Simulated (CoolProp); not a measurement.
Properties of CF4 (R14) at several states.

Model: reference Helmholtz-energy equation of state, Platzer 1990, in CoolProp. This equation is an older, rougher fit.

```
T (K)  p (bar)  phase  density (kg/m³)  cv (kJ/(kg K))  Joule-Thomson coefficient (K/MPa)  isothermal compressibility (1/MPa)  expansivity (1/kK)  conductivity (mW/(m K))
-----  -------  -----  ---------------  --------------  ---------------------------------  ----------------------------------  ------------------  -----------------------
260.7    0.559    gas            2.277          0.5418                         (withheld)                               17.95               3.878               (withheld)
402.7     1.84    gas            4.844      (withheld)                         (withheld)                               5.444               2.511               (withheld)
393.2      6.6    gas            17.89      (withheld)                         (withheld)                               1.525               2.651               (withheld)
```

Task: Some entries are withheld; supply them.

Result: 
- 260.7, Joule-Thomson coefficient (K/MPa): 7.486
- 260.7, conductivity (mW/(m K)): 13.0
- 402.7, cv (kJ/(kg K)): 0.7321
- 402.7, Joule-Thomson coefficient (K/MPa): 2.761
- 402.7, conductivity (mW/(m K)): 24.5
- 393.2, cv (kJ/(kg K)): 0.7225
- 393.2, Joule-Thomson coefficient (K/MPa): 2.879
- 393.2, conductivity (mW/(m K)): 23.9

Thermal conductivity comes from a separate model (Huber 2003), an estimate that may be off by 10 % or more.
